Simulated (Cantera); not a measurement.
A perfectly stirred reactor is fed with H₂ : O₂ = 0.44 : 1 (molar parts), equivalence ratio 0.22, at 20.0 Torr; it is held at 1425 K, and followed from long to short residence time.

Model: GRI-Mech 3.0 (53 species, 325 reactions), integrated in Cantera. Radical loss at walls, strong at low pressure, is not modelled. The temperature is held fixed by assumption; the heat of reaction is taken as removed at once.

Problem. What does this change do: pressure from 20.0 Torr to 10.00 Torr?

Solution. 
| quantity | before | after |
|---|---|---|
| x(H₂) at τ = 0.380 s | 0.00119 | 0.00274 |
| x(O₂) at τ = 0.380 s | 0.634 | 0.628 |
| x(HO₂) at τ = 0.380 s | 6.37e-6 | 5.10e-6 |
| x(O) at τ = 0.380 s | 0.00386 | 0.00965 |
| x(OH) at τ = 0.380 s | 0.00576 | 0.00905 |
| x(H₂) at τ = 46.0 ms | 0.00460 | 0.00961 |
| x(O₂) at τ = 46.0 ms | 0.622 | 0.600 |
| x(HO₂) at τ = 46.0 ms | 1.21e-5 | 7.16e-6 |
| x(O) at τ = 46.0 ms | 0.0153 | 0.0355 |
| x(OH) at τ = 46.0 ms | 0.0113 | 0.0167 |

Problem. What does this change do: pressure from 20.0 Torr to 1.50 Torr?

Solution. 
```json
[
 {"quantity": "x(H₂) at τ = 0.380 s", "before": "0.00119", "after": "0.0173"},
 {"quantity": "x(O₂) at τ = 0.380 s", "before": "0.634", "after": "0.557"},
 {"quantity": "x(HO₂) at τ = 0.380 s", "before": "6.37e-6", "after": "1.02e-6"},
 {"quantity": "x(O) at τ = 0.380 s", "before": "0.00386", "after": "0.0755"},
 {"quantity": "x(OH) at τ = 0.380 s", "before": "0.00576", "after": "0.0221"},
 {"quantity": "x(H₂) at τ = 46.0 ms", "before": "0.00460", "after": "0.0228"},
 {"quantity": "x(O₂) at τ = 46.0 ms", "before": "0.622", "after": "0.527"},
 {"quantity": "x(HO₂) at τ = 46.0 ms", "before": "1.21e-5", "after": "8.98e-7"},
 {"quantity": "x(O) at τ = 46.0 ms", "before": "0.0153", "after": "0.101"},
 {"quantity": "x(OH) at τ = 46.0 ms", "before": "0.0113", "after": "0.0241"}
]
```
